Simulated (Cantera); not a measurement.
An isothermal, constant-pressure homogeneous reactor starts with H2 : O2 = 0.095 : 1 (molar parts), at 1350 K and 1.13 Torr.

Detailed kinetics in Cantera: the H2/O2 subset of GRI-Mech 3.0, which has no nitrogen chemistry. Radical loss at walls, strong at low pressure, is not modelled. The temperature is held fixed by assumption; the heat of reaction is taken as removed at once.

x: mole fraction; the columns are a selection and need not sum to one.

```json
[
 {"t (s)": "5.00e-5", "x H2": "0.0868", "x O2": "0.913", "x H2O2": "<1e-12", "x HO2": "5.08e-9", "x H2O": "3.25e-11"},
 {"t (s)": "0.000128", "x H2": "0.0868", "x O2": "0.913", "x H2O2": "2.13e-12", "x HO2": "1.30e-8", "x H2O": "4.84e-10"},
 {"t (s)": "0.000327", "x H2": "0.0868", "x O2": "0.913", "x H2O2": "1.38e-11", "x HO2": "?", "x H2O": "?"},
 {"t (s)": "0.000836", "x H2": "0.0868", "x O2": "0.913", "x H2O2": "8.94e-11", "x HO2": "8.49e-8", "x H2O": "8.20e-8"},
 {"t (s)": "0.00214", "x H2": "0.0868", "x O2": "0.913", "x H2O2": "5.68e-10", "x HO2": "2.17e-7", "x H2O": "1.80e-6"},
 {"t (s)": "0.00547", "x H2": "0.0858", "x O2": "0.913", "x H2O2": "?", "x HO2": "?", "x H2O": "?"},
 {"t (s)": "0.0140", "x H2": "0.00269", "x O2": "0.846", "x H2O2": "1.37e-8", "x HO2": "3.96e-7", "x H2O": "0.0712"},
 {"t (s)": "0.0358", "x H2": "0.00228", "x O2": "0.846", "x H2O2": "1.25e-8", "x HO2": "3.89e-7", "x H2O": "0.0723"},
 {"t (s)": "0.0914", "x H2": "0.00225", "x O2": "0.847", "x H2O2": "1.25e-8", "x HO2": "3.89e-7", "x H2O": "0.0726"},
 {"t (s)": "0.234", "x H2": "0.00217", "x O2": "0.850", "x H2O2": "1.25e-8", "x HO2": "3.87e-7", "x H2O": "0.0734"},
 {"t (s)": "0.598", "x H2": "0.00197", "x O2": "0.856", "x H2O2": "1.26e-8", "x HO2": "3.82e-7", "x H2O": "0.0754"},
 {"t (s)": "1.53", "x H2": "0.00153", "x O2": "0.869", "x H2O2": "1.25e-8", "x HO2": "3.65e-7", "x H2O": "0.0792"},
 {"t (s)": "3.91", "x H2": "0.000841", "x O2": "0.888", "x H2O2": "1.12e-8", "x HO2": "3.08e-7", "x H2O": "0.0845"},
 {"t (s)": "10.0", "x H2": "0.000265", "x O2": "0.902", "x H2O2": "7.67e-9", "x HO2": "1.87e-7", "x H2O": "0.0883"}
]
```

Question: Complete the blanks.

Answer: 
- 0.000327, x HO2: 3.32e-8
- 0.000327, x H2O: 6.44e-9
- 0.00547, x H2O2: 3.15e-9
- 0.00547, x HO2: 4.79e-7
- 0.00547, x H2O: 0.000636
